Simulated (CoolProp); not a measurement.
Octamethyltrisiloxane (MDM) along the isotherm 301.85 °C: Z from the reference equation and from simpler models built on Tc = 292.2 °C, pc = 14.38 bar, ω = 0.528; each cubic takes its own stable root.

The numbers come from the reference Helmholtz-energy equation of state, Thol 2017 in CoolProp.

```tsv
p (bar)	phase	reference	van der Waals	Redlich-Kwong
0.479	gas	0.9895	0.9904	0.9891
0.958	gas	0.9789	0.9807	0.9781
1.44	gas	0.9680	0.9708	0.9668
1.92	gas	0.9569	0.9607	0.9554
2.4	gas	0.9456	0.9504	0.9439
2.88	gas	0.9341	0.9400	0.9322
3.35	gas	0.9226	0.9295	0.9205
3.83	gas	0.9107	0.9187	0.9084
4.31	gas	0.8985	0.9076	0.8960
4.79	gas	0.8860	0.8963	0.8834
5.27	gas	0.8732	0.8847	0.8706
5.75	gas	0.8601	0.8728	0.8575
6.23	gas	0.8466	0.8606	0.8442
6.71	gas	0.8328	0.8481	0.8305
7.19	gas	0.8186	0.8352	0.8165
```
